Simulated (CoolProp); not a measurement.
Properties of ammonia along the isotherm -15.05 °C (Tc = 132.4 °C, pc = 11.36 MPa, ω = 0.256).

Values from CoolProp's reference Helmholtz-energy equation of state, Gao 2020.

```tsv
p (MPa)	phase	Joule-Thomson coefficient (K/MPa)	conductivity (mW/(m K))	Prandtl number	fugacity coefficient
0.0898	gas	50.41	21.9	0.867	0.9830
0.132	gas	49.75	22.0	0.894	0.9750
0.194	gas	48.81	22.1	0.937	0.9633
0.284	liquid	-0.1641	606	1.51	0.7930
0.417	liquid	-0.1642	606	1.51	0.5409
0.612	liquid	-0.1644	606	1.51	0.3695
0.898	liquid	-0.1647	607	1.51	0.2527
1.32	liquid	-0.1651	607	1.51	0.1728
1.94	liquid	-0.1657	608	1.51	0.1184
2.84	liquid	-0.1666	610	1.52	0.08178
4.17	liquid	-0.1679	612	1.52	0.05659
6.12	liquid	-0.1697	615	1.52	0.03947
8.98	liquid	-0.1722	619	1.53	0.02784
13.2	liquid	-0.1758	625	1.54	0.01992
19.4	liquid	-0.1806	633	1.55	0.01459
28.4	liquid	-0.1867	645	1.57	0.01108
```

Viscosity comes from a separate model (Fenghour 1995). Thermal conductivity comes from a separate model (Tufeu 1984).
